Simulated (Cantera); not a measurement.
What does this Cantera script print?

```python
import numpy as np
import cantera as ct

gas_names = """
    H HNO HNO2 HNO3 HO2 H2 H2O H2O2 H2S H2SO4 N NH NH2 NH3 NH2OH NO NO2 NO3 N2 N2H2 N2H4 N2O O OH O2 O3
    S SH SN SO SO2 SO3 S2 S2O S8
""".split()
cond_names = """
    H2O(s) H2O(L) H2SO4(L) S(cr1) S(cr2) S(L)
""".split()


# ... load() reads the species with a 1 bar reference pressure and builds the phases ...
atoms = {
    'S': {'S': 1},
    'H2O': {'H': 2, 'O': 1},
    'N2': {'N': 2},
}
top_T = {}  # K; cautious upper limits of use, not melting points


# ... equilibrate(T, P, feed) seeds the gas with the atoms and calls Mixture.equilibrate('TP', solver="vcs", rtol=1e-11, max_steps=5000) ...
results = []
T = 2225  # K
P = 14000  # Pa
for m in [0.59, 1.4, 2.2, 2.9, 3.7, 4.5, 5.3, 6.1, 6.8, 7.6, 8.4, 9.2]:
    feed = {'S': 1, 'H2O': m, 'N2': 0.24}  # mol
    mix = equilibrate(T, P, feed)
    results.append((T, P, feed, dict(zip(mix.species_names, mix.species_moles))))

top = {s: max(r[3][s] / sum(r[3][g] for g in gas_names) for r in results) for s in gas_names}
cols = sorted((s for s in top if top[s] > 0.001), key=lambda s: -top[s])[:6]
seen = [c for c in cond_names if any(r[3].get(c, 0) > 1e-12 for r in results)]
print("log10 of partial pressures in bar; condensed amounts in mol")
print(f"{'n(H2O)':>10s}" + "".join(f"{s[:9]:>10s}" for s in cols + seen))
for T, P, feed, n in results:
    ng = sum(n[g] for g in gas_names)
    print(f"{feed['H2O']:10.4g}" + "".join(f"{np.log10(max(n[s] / ng * P / 1e5, 1e-99)):10.3f}" for s in cols)
          + "".join(f"{n.get(c, 0):10.4g}" for c in seen))
```

Result:

```
log10 of partial pressures in bar; condensed amounts in mol
    n(H2O)       H2O        H2        S2        N2       SO2        SO
      0.59    -1.612    -1.544    -1.470    -1.634    -1.942    -2.030
       1.4    -1.359    -1.443    -1.830    -1.845    -1.819    -2.059
       2.2    -1.259    -1.427    -2.117    -1.983    -1.793    -2.118
       2.9    -1.205    -1.431    -2.348    -2.075    -1.792    -2.175
       3.7    -1.160    -1.445    -2.603    -2.159    -1.801    -2.243
       4.5    -1.125    -1.466    -2.856    -2.228    -1.816    -2.314
       5.3    -1.096    -1.490    -3.108    -2.288    -1.836    -2.387
       6.1    -1.072    -1.517    -3.357    -2.340    -1.859    -2.461
       6.8    -1.054    -1.541    -3.569    -2.380    -1.881    -2.525
       7.6    -1.036    -1.569    -3.803    -2.422    -1.906    -2.595
       8.4    -1.021    -1.597    -4.024    -2.460    -1.931    -2.664
       9.2    -1.008    -1.624    -4.233    -2.495    -1.956    -2.728
```

Method: chemical equilibrium by Gibbs-energy minimisation in Cantera with the NASA 1993 tables (ideal gas, pure condensed phases).
